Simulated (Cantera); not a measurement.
Charge: 1 mol B, 0.42 mol N2, 0.11 mol H2, 0.17 mol H2O, equilibrated at 15.8 Torr.

Equilibrium computed with Cantera from the NASA thermochemical tables; the gas is ideal and each condensed phase is pure. Candidate condensed phases: B, BN, B2O3, B3O3H3, H2O; 39 gas species. N2 is the only nitrogen source here; it is nearly inert below about 1500 K, so the nitride shown seldom forms there in practice. Mutual solubility and eutectic melting of coexisting phases are not modelled. The tables' values for BH2 are old estimates; treat these amounts as uncertain. Equilibrium is a limit: real reactors are often held back by kinetics, nucleation or transport.

x: gas mole fraction; n: condensed amount in mol.

```json
[
 {"T (°C)": "1052", "x H2": "0.996", "x HBO": "0.00285", "x B2O2": "0.000104", "x B2O3": "1.75e-5", "n B(s)": "0.0461", "n BN(s)": "0.840", "n B2O3(l)": "0.0561"},
 {"T (°C)": "1102", "x H2": "0.993", "x HBO": "0.00558", "x B2O2": "0.000339", "x B2O3": "6.26e-5", "n B(s)": "0.0458", "n BN(s)": "0.840", "n B2O3(l)": "0.0558"},
 {"T (°C)": "1152", "x H2": "0.987", "x HBO": "0.0104", "x B2O2": "0.00101", "x B2O3": "0.000205", "n B(s)": "0.0452", "n BN(s)": "0.840", "n B2O3(l)": "0.0551"},
 {"T (°C)": "1202", "x H2": "0.977", "x HBO": "0.0185", "x B2O2": "0.00280", "x B2O3": "0.000614", "n B(s)": "0.0441", "n BN(s)": "0.840", "n B2O3(l)": "0.0539"},
 {"T (°C)": "1252", "x H2": "0.957", "x HBO": "(withheld)", "x B2O2": "(withheld)", "x B2O3": "(withheld)", "n B(s)": "0.0421", "n BN(s)": "0.840", "n B2O3(l)": "0.0513"},
 {"T (°C)": "1302", "x H2": "0.924", "x HBO": "0.0513", "x B2O2": "0.0175", "x B2O3": "0.00444", "n B(s)": "0.0381", "n BN(s)": "0.840", "n B2O3(l)": "0.0463"},
 {"T (°C)": "1352", "x H2": "0.865", "x HBO": "(withheld)", "x B2O2": "(withheld)", "x B2O3": "(withheld)", "n B(s)": "(withheld)", "n BN(s)": "0.840", "n B2O3(l)": "(withheld)"},
 {"T (°C)": "1402", "x H2": "0.763", "x HBO": "0.117", "x B2O2": "0.0871", "x B2O3": "0.0250", "n B(s)": "0.0138", "n BN(s)": "0.840", "n B2O3(l)": "0.0139"},
 {"T (°C)": "1452", "x H2": "0.706", "x HBO": "0.137", "x B2O2": "0.118", "x B2O3": "0.0288", "n B(s)": "0.00192", "n BN(s)": "0.840", "n B2O3(l)": "0"}
]
```

Q: Some entries are withheld; supply them.

A: 
- 1352, x HBO: 0.0797
- 1352, x B2O2: 0.0401
- 1352, x B2O3: 0.0108
- 1352, n B(s): 0.0301
- 1352, n B2O3(l): 0.0360
- 1252, x HBO: 0.0315
- 1252, x B2O2: 0.00723
- 1252, x B2O3: 0.00171
